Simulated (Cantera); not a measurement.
**Ignition delay**

Mixture: 12.0 % CH4, 18.5 % O2, 69.5 % N2, equivalence ratio 1.3, at 20.7 atm, adiabatic and at constant volume. Ignition delay is the time to a rise of 400 K.

Cantera simulation using GRI-Mech 3.0 (53 species, 325 reactions); the numbers are that mechanism's predictions, not measurements. The pressure lies above the range GRI-Mech 3.0 was tuned for (to about 10 atm).

| T0 (K) | delay (ms) |
|---|---|
| 1050 | 17.1 |
| 1150 | 4.10 |
| 1250 | 1.22 |
| 1350 | 0.416 |
| 1450 | 0.155 |
| 1550 | 0.0623 |
| 1650 | 0.0267 |
| 1750 | 0.0122 |
| 1850 | 0.00601 |

* **apparent activation energy between 1650 and 1850 K**: 190 kJ/mol
